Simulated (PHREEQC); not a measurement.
Na2SO4 is added in steps, without added water, to 1 kg of water holding 0.016 mol/kgw Cu(NO3)2, 0.098 mol/kgw H2SO4 and 0.00044 mol/kgw KCl, at 25 °C. Oxygen alone is held at its pressure in air (log pO2 = -0.68). No CO2 enters from the air. Solids allowed: Cu(OH)2, Brochantite, Antlerite, Atacamite, Cu2(OH)3NO3, Halite, Mirabilite, Chalcanthite. Others were left out.

Base run: PHREEQC, ion-association model, wateq4f.dat. Each further column changes one thing. The table gives SO4-2 (mol/kgw).

```json
[
 {"Na2SO4 added (mol)": "0", "base": "0.0189", "temperature from 25 to 60 °C": "…", "Cu(NO3)2 from 0.016 to 0.024 mol/kgw": "0.0189", "Cu(NO3)2 left out": "0.0192", "no solid may form": "0.0189"},
 {"Na2SO4 added (mol)": "0.0098", "base": "0.0220", "temperature from 25 to 60 °C": "…", "Cu(NO3)2 from 0.016 to 0.024 mol/kgw": "0.0219", "Cu(NO3)2 left out": "0.0225", "no solid may form": "0.0220"},
 {"Na2SO4 added (mol)": "0.0245", "base": "0.0270", "temperature from 25 to 60 °C": "0.0156", "Cu(NO3)2 from 0.016 to 0.024 mol/kgw": "0.0267", "Cu(NO3)2 left out": "0.0278", "no solid may form": "0.0270"},
 {"Na2SO4 added (mol)": "0.0392", "base": "0.0325", "temperature from 25 to 60 °C": "0.0196", "Cu(NO3)2 from 0.016 to 0.024 mol/kgw": "0.0321", "Cu(NO3)2 left out": "0.0337", "no solid may form": "0.0325"},
 {"Na2SO4 added (mol)": "0.049", "base": "0.0364", "temperature from 25 to 60 °C": "0.0225", "Cu(NO3)2 from 0.016 to 0.024 mol/kgw": "0.0359", "Cu(NO3)2 left out": "0.0378", "no solid may form": "0.0364"},
 {"Na2SO4 added (mol)": "0.0588", "base": "0.0405", "temperature from 25 to 60 °C": "…", "Cu(NO3)2 from 0.016 to 0.024 mol/kgw": "0.0399", "Cu(NO3)2 left out": "0.0421", "no solid may form": "0.0405"},
 {"Na2SO4 added (mol)": "0.0735", "base": "0.0470", "temperature from 25 to 60 °C": "0.0311", "Cu(NO3)2 from 0.016 to 0.024 mol/kgw": "0.0462", "Cu(NO3)2 left out": "0.0489", "no solid may form": "0.0470"},
 {"Na2SO4 added (mol)": "0.0882", "base": "0.0537", "temperature from 25 to 60 °C": "0.0369", "Cu(NO3)2 from 0.016 to 0.024 mol/kgw": "0.0528", "Cu(NO3)2 left out": "0.0560", "no solid may form": "0.0537"},
 {"Na2SO4 added (mol)": "0.098", "base": "0.0584", "temperature from 25 to 60 °C": "0.0411", "Cu(NO3)2 from 0.016 to 0.024 mol/kgw": "0.0573", "Cu(NO3)2 left out": "0.0609", "no solid may form": "0.0584"}
]
```

Question: Complete the blanks.

Answer: 
- 0, temperature from 25 to 60 °C: 0.0103
- 0.0098, temperature from 25 to 60 °C: 0.0123
- 0.0588, temperature from 25 to 60 °C: 0.0257

 At this temperature some constants are extrapolated from 25 °C, and those without enthalpy data are left unchanged. Solids allowed in the column 'Cu(NO3)2 left out': Halite, Mirabilite.
